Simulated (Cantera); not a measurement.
What does this Cantera script print?

```python
import numpy as np
import cantera as ct

gas_names = """
    H H2 N NH NH2 NH3 N2 N2H2 N2H4 Zr ZrN
""".split()
cond_names = """
    Zr(a) Zr(b) Zr(L) ZrN(s) ZrN(L)
""".split()


# ... load() reads the species with a 1 bar reference pressure and builds the phases ...
atoms = {
    'Zr': {'Zr': 1},
    'NH3': {'N': 1, 'H': 3},
    'N2': {'N': 2},
}
top_T = {}  # K; cautious upper limits of use, not melting points


# ... equilibrate(T, P, feed) seeds the gas with the atoms and calls Mixture.equilibrate('TP', solver="vcs", rtol=1e-11, max_steps=5000) ...
results = []
feed = {'Zr': 1, 'NH3': 6.8, 'N2': 0.73}  # mol
P = 2.2  # Pa
for T in [1800, 1900, 2000, 2100, 2200, 2300, 2400, 2500, 2600, 2700]:
    mix = equilibrate(T, P, feed)
    results.append((T, P, feed, dict(zip(mix.species_names, mix.species_moles))))
    x = sorted(zip(gas.X, gas.species_names), reverse=True)
    print(f"T = {T:g} K  P = {P:g} Pa  gas = {mix.phase_moles(0):.4g} mol")
    print("   x: " + "  ".join(f"{s} {v:.3e}" for v, s in x if v > 1e-06))
    print("   condensed (mol): " + ("  ".join(f"{mix.phase(i).name} {mix.phase_moles(i):.4g}"
          for i in range(1, mix.n_phases) if mix.phase_moles(i) > 1e-12) or "none"))
```

Result:

```
T = 1800 K  P = 2.2 Pa  gas = 14.28 mol
   x: H2 6.827e-01  N2 2.542e-01  H 6.308e-02
   condensed (mol): ZrN(s) 1
T = 1900 K  P = 2.2 Pa  gas = 14.82 mol
   x: H2 6.216e-01  N2 2.450e-01  H 1.334e-01
   condensed (mol): ZrN(s) 1
T = 2000 K  P = 2.2 Pa  gas = 15.81 mol
   x: H2 5.203e-01  H 2.501e-01  N2 2.297e-01
   condensed (mol): ZrN(s) 1
T = 2100 K  P = 2.2 Pa  gas = 17.4 mol
   x: H 4.101e-01  H2 3.812e-01  N2 2.086e-01  Zr 1.424e-05
   condensed (mol): ZrN(s) 0.9998
T = 2200 K  P = 2.2 Pa  gas = 19.49 mol
   x: H 5.801e-01  H2 2.334e-01  N2 1.864e-01  Zr 1.819e-04  N 1.147e-06
   condensed (mol): ZrN(s) 0.9965
T = 2300 K  P = 2.2 Pa  gas = 21.54 mol
   x: H 7.102e-01  N2 1.695e-01  H2 1.185e-01  Zr 1.848e-03  N 3.429e-06
   condensed (mol): ZrN(s) 0.9602
T = 2400 K  P = 2.2 Pa  gas = 23.35 mol
   x: H 7.704e-01  N2 1.630e-01  H2 5.160e-02  Zr 1.506e-02  N 9.588e-06
   condensed (mol): ZrN(s) 0.6482
T = 2500 K  P = 2.2 Pa  gas = 25.01 mol
   x: H 7.740e-01  N2 1.651e-01  Zr 3.999e-02  H2 2.085e-02  N 2.532e-05
   condensed (mol): none
T = 2600 K  P = 2.2 Pa  gas = 25.3 mol
   x: H 7.879e-01  N2 1.632e-01  Zr 3.953e-02  H2 9.270e-03  N 6.136e-05
   condensed (mol): none
T = 2700 K  P = 2.2 Pa  gas = 25.42 mol
   x: H 7.938e-01  N2 1.624e-01  Zr 3.934e-02  H2 4.294e-03  N 1.397e-04
   condensed (mol): none
```

Equilibrium computed with Cantera from the NASA thermochemical tables; the gas is ideal and each condensed phase is pure. ZrN: taken at fixed stoichiometry.
